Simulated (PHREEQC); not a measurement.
## Acid mine or pickling water: an equilibrium model

A made-up water analysis in mg/kgw, 25 °C, pH 3.21, pe 8.7:

```tsv
constituent	mg/kgw
Na	4770
K	6.9
Ca	11.8
Mg	281
Cl	81.3
S(6) as SO4	4320
Br	1.9
Li	0.435
Zn	3.37
Cu(2)	58.5
```

Cl is adjusted to close the charge balance.
Valence states are taken as typed.

Model: ion-association model, wateq4f.dat, run in PHREEQC.

```
Property                   Value
-----------------  -------------
ionic strength     0.256 mol/kgw
activity of water          0.993
total alkalinity    -1.48 meq/kg
```

```csv
species,molality,activity,log γ
Na+,0.199,0.146,-0.136
Cl-,0.145,0.100,-0.159
SO4-2,0.0312,0.00833,-0.574
NaSO4-,0.00832,0.00608,-0.136
Mg+2,0.00723,0.00235,-0.488
MgSO4,0.00433,0.00459,0.026
H+,0.000782,0.000617,-0.103
HSO4-,0.000701,0.000499,-0.148
Cu+2,0.000572,0.000174,-0.517
CuSO4,0.000279,0.000296,0.026
Ca+2,0.000200,6.01e-5,-0.521
K+,0.000167,0.000116,-0.159
```

Precipitation was switched off in this run. Complexes and solids missing from the database can't appear.
